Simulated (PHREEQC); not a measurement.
Consider water at 8.5 °C and 300 atm with 0.0019 mol/kgw CdCl2, 3.1e-05 mol/kgw ZnCl2, 0.0024 mol/kgw NaHCO3 and 0.057 mol/kgw NaCl. Closed to the air; pH follows from the charge balance.

The numbers come from PHREEQC with the ion-association model, wateq4f.dat.

This is a speciation only: nothing precipitates in the calculation.

Q: Order these Zn species by the share of Zn that they hold, largest first: Zn(CO3)2-2, ZnCO3, Zn+2, ZnOHCl, ZnHCO3+.

A: Zn+2 (54 %), ZnCO3 (23 %), ZnHCO3+ (7.3 %), Zn(CO3)2-2 (5.2 %), ZnOHCl (4.0 %)

The pH is 7.90 and the ionic strength 0.0621 mol/kgw. Under pressure, the constants of complexes without a molar volume in the database are unreliable. Constants without temperature data keep their 25 °C values here. The database's zinc carbonate complexes are estimates, stronger than later reviews accept.
